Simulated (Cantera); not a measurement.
A closed system holds: 1 mol SiC, 0.13 mol O2, 15 mol N2, at 0.133 bar.

These are equilibrium values from Cantera (NASA tables, ideal gas, pure condensed phases), not measurements of a reactor. Candidate condensed phases: C, Si, SiC, SiO2, Si2N2O, Si3N4; 34 gas species. Rates play no part. All values below are at 1675 °C.

Base state: N2 0.983, CO 0.00857, SiO 0.00846, Si 8.59e-5 (mole fractions); condensed: SiC(s).

Problem. What changes in the equilibrium state with this change: SiC replaced by Si3N4?

Solution. 
| species | before | after |
|---|---|---|
| N2 | 0.983 | 0.983 |
| SiO | 0.00846 | 0.0168 |
| Si | 8.59e-5 | 0.000127 |
| CO | 0.00857 | 0 |
| Si2N | 6.25e-6 | 1.37e-5 |
| SiN | 9.19e-6 | 1.36e-5 |
| SiC(s), mol | 0.869 | 0 |
| Si3N4(s), mol | 0 | 0.912 |
The tables' values for SiN are old estimates; treat these amounts as uncertain.
